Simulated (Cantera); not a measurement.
Cantera run:

```python
import numpy as np
import cantera as ct

gas_names = """
    CL CL2 H HCL H2 Si SiCL SiCL2 SiCL3 SiCL4 SiH SiHCL3 SiH2 SiH2CL2 SiH3 SiH3CL SiH4 Si2 Si3
""".split()
cond_names = """
    Si(cr) Si(L)
""".split()


# ... load() reads the species with a 1 bar reference pressure and builds the phases ...
atoms = {
    'SiCl4': {'Si': 1, 'CL': 4},
    'H2': {'H': 2},
    'Cl2': {'CL': 2},
}
top_T = {}  # K; cautious upper limits of use, not melting points


# ... equilibrate(T, P, feed) seeds the gas with the atoms and calls Mixture.equilibrate('TP', solver="vcs", rtol=1e-11, max_steps=5000) ...
results = []
feed = {'SiCl4': 1, 'H2': 1.9, 'Cl2': 0.85}  # mol
T = 1100  # K
P = 100000  # Pa
mix = equilibrate(T, P, feed)
results.append((T, P, feed, dict(zip(mix.species_names, mix.species_moles))))
print(gas.report(threshold=1e-06))
for i in range(1, mix.n_phases):
    print(f"{mix.phase(i).name:16s} {mix.phase_moles(i):12.5e} mol")
```

It prints:

```
       temperature   1100 K
          pressure   1e+05 Pa
           density   0.68213 kg/m^3
  mean mol. weight   62.387 kg/kmol
   phase of matter   gas

                          1 kg             1 kmol
                     ---------------   ---------------
          enthalpy       -2.8666e+06       -1.7884e+08  J
   internal energy       -3.0133e+06       -1.8799e+08  J
           entropy            4522.9        2.8217e+05  J/K
    Gibbs function       -7.8418e+06       -4.8923e+08  J
 heat capacity c_p            825.31             51488  J/K
 heat capacity c_v            692.04             43174  J/K

                      mass frac. Y      mole frac. X     chem. pot. / RT
                     ---------------   ---------------   ---------------
               HCL           0.26643           0.45591           -35.403
                H2          0.008966           0.27746            -19.03
             SiCL2        5.2882e-06        3.3329e-06           -68.675
             SiCL3        0.00054182        0.00025144           -94.563
             SiCL4           0.71891           0.26401           -120.45
            SiHCL3         0.0051448         0.0023698           -104.08
           SiH2CL2        4.1277e-06        2.5496e-06           -87.705
     [  +12 minor]        1.2584e-08        3.4565e-08

Si(cr)            0.00000e+00 mol
```

Cantera equilibrium calculation (NASA polynomials, part measured and part estimated; ideal gas, pure solids and liquids). The tables' values for SiCl3 are old estimates; treat these amounts as uncertain.
